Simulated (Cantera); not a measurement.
Counterflow diffusion flame

A counterflow diffusion flame at 1.01 bar, nozzles 20 mm apart: fuel side 95.9 % CH4, 4.12 % H2 at 400 K, oxidiser side 23.0 % O2, 77.0 % N2 at 650 K, fuel mass flux 1.1 times the oxidiser's; mixture-averaged transport, no radiation.

Detailed kinetics in Cantera: GRI-Mech 3.0 (53 species, 325 reactions). GRI-Mech 3.0 has no aromatics or soot, which form on the fuel side of real flames. The maximum strain rate includes the flame's own expansion and is several times the mean. A flux with no burning solution from the previous one only brackets extinction.

| oxidiser flux (kg/m²/s) | max strain (1/s) | mean strain (1/s) | T max (K) | peak x OH | peak x H | peak x NO | peak x CO | peak x C2H2 |
|---|---|---|---|---|---|---|---|---|
| 0.61 | 547 | 127 | 2219 | 0.0117 | 0.00661 | 0.000326 | 0.0674 | 0.0156 |
| 0.88 | 765 | 184 | 2202 | 0.0115 | 0.00688 | 0.000286 | 0.0662 | 0.0147 |
| 1.3 | 1100 | 272 | 2185 | 0.0113 | 0.00715 | 0.000243 | 0.0653 | 0.0138 |
| 1.9 | 1560 | 397 | 2162 | 0.0109 | 0.00731 | 0.000195 | 0.0645 | 0.0126 |
| 2.7 | 2170 | 564 | 2137 | 0.0104 | 0.00735 | 0.000151 | 0.0642 | 0.0113 |
| 3.9 | 3060 | 815 | 2104 | 0.00968 | 0.00720 | 0.000106 | 0.0642 | 0.00964 |
| 5.7 | 4360 | 1190 | 2053 | 0.00844 | 0.00661 | 6.03e-5 | 0.0642 | 0.00724 |
x: mole fraction; the columns are a selection and need not sum to one.

At the next flux tried, 8.2 kg/m²/s, no burning solution was found from the previous one.
